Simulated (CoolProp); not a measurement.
Values from CoolProp's reference Helmholtz-energy equation of state, Lemmon 2005. It is a short technical equation, of lower accuracy than the large ones.

### Question
For isobutene, give the phase and the cp (kJ/(kg K)), cv (kJ/(kg K)), speed of sound (m/s) at 363 K and 0.0317 MPa.

### Answer
- 363 K and 0.0317 MPa: gas; cp 1.85, cv 1.70, speed of sound 241
